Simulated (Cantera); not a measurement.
What does this Cantera script print?

```python
import numpy as np
import cantera as ct

gas_names = """
    CL CL2 H HCL H2 Si SiCL SiCL2 SiCL3 SiCL4 SiH SiHCL3 SiH2 SiH2CL2 SiH3 SiH3CL SiH4 Si2 Si3
""".split()
cond_names = """
    Si(cr) Si(L)
""".split()


# ... load() reads the species with a 1 bar reference pressure and builds the phases ...
atoms = {
    'SiCl4': {'Si': 1, 'CL': 4},
    'H2': {'H': 2},
    'Cl2': {'CL': 2},
}
top_T = {}  # K; cautious upper limits of use, not melting points


# ... equilibrate(T, P, feed) seeds the gas with the atoms and calls Mixture.equilibrate('TP', solver="vcs", rtol=1e-11, max_steps=5000) ...
results = []
feed = {'SiCl4': 1, 'H2': 2.4, 'Cl2': 0.62}  # mol
T = 1225  # K
P = 760000  # Pa
mix = equilibrate(T, P, feed)
results.append((T, P, feed, dict(zip(mix.species_names, mix.species_moles))))
print(gas.report(threshold=1e-06))
for i in range(1, mix.n_phases):
    print(f"{mix.phase(i).name:16s} {mix.phase_moles(i):12.5e} mol")
```

Output:

```
       temperature   1225 K
          pressure   7.6e+05 Pa
           density   4.0569 kg/m^3
  mean mol. weight   54.369 kg/kmol
   phase of matter   gas

                          1 kg             1 kmol
                     ---------------   ---------------
          enthalpy       -2.7171e+06       -1.4773e+08  J
   internal energy       -2.9044e+06       -1.5791e+08  J
           entropy            4740.4        2.5773e+05  J/K
    Gibbs function       -8.5241e+06       -4.6345e+08  J
 heat capacity c_p            926.77             50387  J/K
 heat capacity c_v            773.84             42073  J/K

                      mass frac. Y      mole frac. X     chem. pot. / RT
                     ---------------   ---------------   ---------------
               HCL           0.21425            0.3195           -32.993
                H2          0.016014           0.43188           -16.845
             SiCL2        6.2044e-05        3.4079e-05           -62.981
             SiCL3         0.0025016         0.0010117           -87.551
             SiCL4           0.74212            0.2375           -112.12
            SiHCL3          0.024953          0.010017           -95.974
           SiH2CL2        0.00010479        5.6407e-05           -79.825
     [  +12 minor]        1.4002e-07        2.0966e-07

Si(cr)            0.00000e+00 mol
```

Method: chemical equilibrium by Gibbs-energy minimisation in Cantera with the NASA 1993 tables (ideal gas, pure condensed phases). The tables' values for SiCl3 are old estimates; treat these amounts as uncertain.
